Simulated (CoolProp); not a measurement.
Carbonyl sulfide at 479.03 K and 3.05 MPa is throttled through a valve to 0.343 MPa with no heat exchange. Each further row changes one setting.

The numbers come from the reference Helmholtz-energy equation of state, Lemmon 2006 in CoolProp. It is a short technical equation, of lower accuracy than the large ones.

| case | temperature change (K) | final density (kg/m³) |
|---|---|---|
| as stated | -19.5 | 5.45 |
| outlet pressure 0.103 MPa | -21.3 | 1.63 |
| outlet pressure 0.446 MPa | -18.8 | 7.09 |
